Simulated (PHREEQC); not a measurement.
0.78 g of hydrous ferric oxide (600 m²/g; 0.2 weak and 0.005 strong sites per Fe, Dzombak-Morel constants, diffuse double layer) in 1 kg of water with 0.01 mol/kgw of an inert sodium salt and 8.1e-05 mol/kgw MnCl2, at 25 °C; the pH is set by adding NaOH or the inert anion's acid. No oxygen is let in. No CO2 enters from the air. Precipitation was switched off in this run.

The series has 17 steps of pH, from 3 to 9.

The numbers come from PHREEQC with the ion-association model, wateq4f.dat.

### Question
Near which pH is half of the Mn sorbed, and on which side is more sorbed?

### Answer
Near pH 6.9, with more sorbed at higher pH.

The oxide is taken as insoluble; below pH 4 it would dissolve.
